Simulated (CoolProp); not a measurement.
C3F8 (R218) along the isobar 608 kPa: density (kg/m³) from the reference equation and from simpler models built on Tc = 345.0 K, pc = 2640 kPa, ω = 0.317; each cubic takes its own stable root.

Values from CoolProp's reference Helmholtz-energy equation of state, Lemmon 2006. It is a short technical equation, of lower accuracy than the large ones.

```csv
T (K),phase,reference
133.5,liquid,1981
148.5,liquid,1928
163.5,liquid,1875
178.5,liquid,1823
193.5,liquid,1771
208.4,liquid,1718
223.4,liquid,1663
238.4,liquid,1606
253.4,liquid,1545
268.4,liquid,1479
283.4,liquid,1405
```

**Question.** How far does each simpler model (van der Waals, Peng-Robinson) lie from the reference over these 11 states: mean and median of the absolute difference, and the worst?

**Answer.** 
- van der Waals: mean 54.0 %, median 38.5 %, worst -96.1 % at 283.4 K and 608 kPa
- Peng-Robinson: mean 5.9 %, median 6.1 %, worst +7.3 % at 223.4 K and 608 kPa

At some of these states van der Waals gives the other phase, because its saturation line lies elsewhere.
